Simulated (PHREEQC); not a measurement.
Hard or scaling water

Make-up at 5 °C: 0.22 mol CaCl2, 0.0081 mol Na2HPO4 and 0.00042 mol H4SiO4 per kg of water. Closed to the air; pH follows from the charge balance.

Model: ion-association model, phreeqc.dat, run in PHREEQC.

The pH is 7.52, the ionic strength is 0.659 mol/kgw and the activity of water is 0.988. The specific conductance is 21000 µS/cm and the density comes out as 1.021 g/cm³. The total alkalinity is 8.10 meq/kg.

```tsv
species	molality	activity	log γ
Cl-	0.440	0.282	-0.194
Ca+2	0.214	0.0558	-0.583
Na+	0.0162	0.0118	-0.139
CaHPO4	0.00555	0.00646	0.066
HPO4-2	0.00155	0.000315	-0.692
CaPO4-	0.000492	0.000336	-0.165
H4SiO4	0.000418	0.000487	0.066
H2PO4-	0.000254	0.000174	-0.165
CaH2PO4+	0.000240	0.000164	-0.165
NaHPO4-	1.06e-5	7.22e-6	-0.165
H3SiO4-	1.67e-6	1.07e-6	-0.195
CaOH+	4.01e-7	3.02e-7	-0.124
PO4-3	1.74e-7	3.05e-9	-1.756
OH-	9.81e-8	6.07e-8	-0.208
H+	3.99e-8	3.03e-8	-0.119
```

No solid was allowed to form. Examples of supersaturated solids here: Hydroxyapatite, Quartz (slow to form). Others may be too. Constants without temperature data keep their 25 °C values here.
